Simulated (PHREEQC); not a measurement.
A solution holds 7.3 mmol/kgw HBr and 6.2 mmol/kgw MnSO4, at 64 °C. Closed to the air; pH follows from the charge balance.

Computed with PHREEQC (ion-association model, phreeqc.dat).

```json
[
 {"quantity": "pH", "before": "2.34", "after": "3.20"},
 {"quantity": "ionic strength (mol/kgw)", "before": "0.0225", "after": "0.00284"},
 {"quantity": "Mn+2 (mol/kgw)", "before": "0.00482", "after": "0.000562"},
 {"quantity": "SO4-2 (mol/kgw)", "before": "0.00276", "after": "0.000496"},
 {"quantity": "HSO4- (mol/kgw)", "before": "0.00206", "after": "6.58e-5"},
 {"quantity": "MnSO4 (mol/kgw)", "before": "0.00138", "after": "5.84e-5"}
]
```

**Question.** Name the change that produced these shifts.
(A) HBr left out
(B) MnSO4 from 0.0062 to 0.00682 mol/kgw
(C) MnSO4 from 0.0062 to 0.00558 mol/kgw
(D) diluted 10-fold with water
(E) MnSO4 from 0.0062 to 0.00124 mol/kgw

**Answer.** D, diluted 10-fold with water

Precipitation was switched off in this run. Away from 25 °C the constants follow the database's enthalpies or fits; those with neither stay at their 25 °C values.
